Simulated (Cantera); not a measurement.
Input (Python, Cantera) and output of one run.

```python
import numpy as np
import cantera as ct

gas_names = """
    H H2 N NH NH2 NH3 N2 N2H2 N2H4 V VN
""".split()
cond_names = """
    V(cr) V(L) VN(s)
""".split()


# ... load() reads the species with a 1 bar reference pressure and builds the phases ...
atoms = {
    'V': {'V': 1},
    'NH3': {'N': 1, 'H': 3},
    'H2': {'H': 2},
}
top_T = {'VN(s)': 2300}  # K; cautious upper limits of use, not melting points


# ... equilibrate(T, P, feed) seeds the gas with the atoms and calls Mixture.equilibrate('TP', solver="vcs", rtol=1e-11, max_steps=5000) ...
results = []
feed = {'V': 1, 'NH3': 0.24, 'H2': 78}  # mol
P = 100000  # Pa
for T in [1825, 1900, 1975, 2050, 2125, 2200, 2275, 2350, 2425, 2500, 2575, 2650, 2725, 2800]:
    mix = equilibrate(T, P, feed)
    results.append((T, P, feed, dict(zip(mix.species_names, mix.species_moles))))

top = {s: max(r[3][s] / sum(r[3][g] for g in gas_names) for r in results) for s in gas_names}
cols = sorted((s for s in top if top[s] > 0.001), key=lambda s: -top[s])[:5]
seen = [c for c in cond_names if any(r[3].get(c, 0) > 1e-12 for r in results)]
print("log10 of partial pressures in bar; condensed amounts in mol")
print(f"{'T/K':>10s}" + "".join(f"{s[:9]:>10s}" for s in cols + seen))
for T, P, feed, n in results:
    ng = sum(n[g] for g in gas_names)
    print(f"{T:10.4g}" + "".join(f"{np.log10(max(n[s] / ng * P / 1e5, 1e-99)):10.3f}" for s in cols)
          + "".join(f"{n.get(c, 0):10.4g}" for c in seen))
```

Result:

```
log10 of partial pressures in bar; condensed amounts in mol
       T/K        H2         H         V        N2     V(cr)      V(L)     VN(s)
      1825    -0.000    -3.356    -6.901    -3.745    0.7882         0    0.2118
      1900    -0.001    -3.101    -6.330    -3.276    0.8431         0    0.1569
      1975    -0.001    -2.864    -5.804    -2.844    0.9851         0   0.01477
      2050    -0.002    -2.645    -5.317    -2.816    0.9996         0         0
      2125    -0.002    -2.441    -4.866    -2.816    0.9989         0         0
      2200    -0.003    -2.251    -4.449    -2.817         0    0.9972         0
      2275    -0.004    -2.073    -4.077    -2.818         0    0.9934         0
      2350    -0.006    -1.907    -3.729    -2.818         0    0.9853         0
      2425    -0.009    -1.752    -3.404    -2.820         0    0.9688         0
      2500    -0.012    -1.606    -3.100    -2.821         0    0.9368         0
      2575    -0.016    -1.469    -2.814    -2.824         0    0.8773         0
      2650    -0.022    -1.340    -2.545    -2.827         0    0.7706         0
      2725    -0.030    -1.220    -2.293    -2.831         0    0.5852         0
      2800    -0.040    -1.107    -2.054    -2.837         0    0.2719         0
```

Method: chemical equilibrium by Gibbs-energy minimisation in Cantera with the NASA 1993 tables (ideal gas, pure condensed phases). Mutual solubility and eutectic melting of coexisting phases are not modelled. VN: taken at fixed stoichiometry. Condensed phases not in the tables: V2N, N, O or C dissolved in the metal.
